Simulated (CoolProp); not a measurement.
Hexamethyldisiloxane (MM) at 357.99 K and 0.526 MPa is throttled through a valve to 0.319 MPa with no heat exchange. Each further row changes one setting.

Model: reference Helmholtz-energy equation of state, Thol 2016, in CoolProp.

```csv
case,temperature change (K),final density (kg/m³)
as stated,+0.1,694
outlet pressure 0.0957 MPa,+0.1,693
outlet pressure 0.415 MPa,+0.0,694
```
